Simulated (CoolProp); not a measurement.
Vapour-liquid equilibrium of n-pentane (1) + acetone (2) at 283.9 K; x and y are mole fractions of (1).

Values from CoolProp's multi-fluid Helmholtz-energy mixture model, Thol 2019 and Lemmon 2006; pair parameters Bell 2016.

```csv
x,bubble pressure (bar),y at the bubble point,dew pressure at overall composition x (bar),liquid density (mol/L)
0.05,0.2500,0.384,0.1682,13.40
0.2,0.3843,0.636,0.1974,12.35
0.35,0.4245,0.690,0.2384,11.45
0.5,0.4357,0.708,0.2995,10.67
0.65,0.4406,0.725,0.3948,10.01
0.8,0.4413,0.766,0.4369,9.435
0.95,0.4158,0.898,0.4029,8.949
```

y crosses x between x = 0.65 and 0.8: the model has an azeotrope there.

The pair parameters rest on a limited set of measurements; away from them the model extrapolates. With so large a gap from Raoult's law the liquid may split in two, which this calculation doesn't test in full.
